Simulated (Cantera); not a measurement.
Cantera run, input and output.

```python
import numpy as np
import cantera as ct

gas = ct.Solution("gri30.yaml")
gas.TPX = 625, 190000, {'CH4': 1, 'O2': 1.82, 'N2': 6.84, 'CO2': 0.063}
flame = ct.FreeFlame(gas, width=0.026)
flame.set_refine_criteria(ratio=3, slope=0.08, curve=0.16)
flame.transport_model = "mixture-averaged"
flame.solve(loglevel=0, auto=True)
z, T = flame.grid, flame.T
thick = (T[-1] - T[0]) / np.gradient(T, z).max()
show = ['CH4', 'O2', 'CH2', 'CH2CO', 'HO2', 'H2']
print(f"laminar burning velocity  {flame.velocity[0] * 100:.3f} cm/s")
print(f"burnt temperature         {T[-1]:.1f} K")
print(f"thermal thickness         {thick * 1e3:.4f} mm")
print(f"grid points               {len(z)}")
z0 = z[flame.heat_release_rate.argmax()]
print(f"{'z/mm':>9s}{'T/K':>9s}{'u/(m/s)':>9s}" + "".join(f"{s:>11s}" for s in show))
rows = []
for k in (-3, -2, -1.5, -1, -0.5, -0.25, 0, 0.25, 0.5, 1, 2, 4, 8):
    zz = z0 + k * thick
    rows.append([k * thick, np.interp(zz, z, T), np.interp(zz, z, flame.velocity),
                 *(np.interp(zz, z, flame.X[gas.species_index(s)]) for s in show)])
    print(f"{rows[-1][0] * 1e3:9.3f}{rows[-1][1]:9.1f}{rows[-1][2]:9.3f}" + "".join(f"{x:11.3e}" for x in rows[-1][3:]))
```

Output:

```
laminar burning velocity  112.474 cm/s
burnt temperature         2400.7 K
thermal thickness         0.1975 mm
grid points               148
     z/mm      T/K  u/(m/s)        CH4         O2        CH2      CH2CO        HO2         H2
   -0.592    625.2    1.126  1.027e-01  1.870e-01  1.102e-18  6.488e-10  7.225e-08  1.161e-03
   -0.395    627.1    1.132  1.023e-01  1.864e-01  3.358e-15  1.937e-08  1.123e-06  3.421e-03
   -0.296    636.0    1.152  1.013e-01  1.853e-01  4.868e-13  1.816e-07  6.362e-06  6.234e-03
   -0.197    698.8    1.274  9.616e-02  1.800e-01  1.986e-10  2.858e-06  4.611e-05  1.172e-02
   -0.099   1086.7    2.013  6.837e-02  1.462e-01  2.299e-07  5.582e-05  1.493e-04  2.090e-02
   -0.049   1496.4    2.803  3.771e-02  1.039e-01  9.808e-06  1.669e-04  1.882e-04  2.570e-02
    0.000   1884.4    3.561  9.236e-03  5.500e-02  7.513e-05  1.678e-04  9.923e-05  2.668e-02
    0.049   2054.8    3.883  7.278e-04  2.625e-02  3.061e-05  2.872e-05  1.822e-05  2.215e-02
    0.099   2103.8    3.962  2.854e-05  1.623e-02  1.907e-06  1.442e-06  7.482e-06  1.924e-02
    0.197   2154.4    4.035  7.074e-08  1.139e-02  5.829e-09  3.857e-09  5.080e-06  1.837e-02
    0.395   2216.7    4.134  4.017e-12  8.764e-03  4.351e-13  2.431e-13  3.556e-06  1.744e-02
    0.790   2283.1    4.241  3.208e-15  6.353e-03  2.680e-15  3.222e-17  2.270e-06  1.573e-02
    1.580   2338.9    4.329  2.848e-15  4.208e-03  2.053e-15  2.503e-17  1.351e-06  1.404e-02
```

Computed with Cantera and GRI-Mech 3.0 (53 species, 325 reactions). Burning velocities carry a grid error of a few per cent, more on coarse grids.
